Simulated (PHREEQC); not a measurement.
A column of 0.2 m (30 cells, dispersivity 0.016 m, 720 s a shift, diffusion coefficient 3e-10 m²/s) holds 0.021 eq of the database's cation exchanger X per kg of pore water, first in equilibrium with 0.0025 mol/kgw KBr, 0.00065 mol/kgw BaCl2, 0.015 mol/kgw KCl and 1e-05 mol/kgw HCl. It is flushed with 0.00059 mol KBr, 0.028 mol MgCl2 and 1e-05 mol HCl per kg of water, at 25 °C. Values are for the last cell. No CO2 enters from the air. No solid was allowed to form.

The series has 31 steps of pore volumes, from 0 to 3.017.

Computed with PHREEQC (ion-association model, phreeqc.dat).

Q: After how many pore volumes does Mg at the outlet first reach half of its feed value?

A: By 1.3 pore volumes.

Complexes and solids missing from the database can't appear.
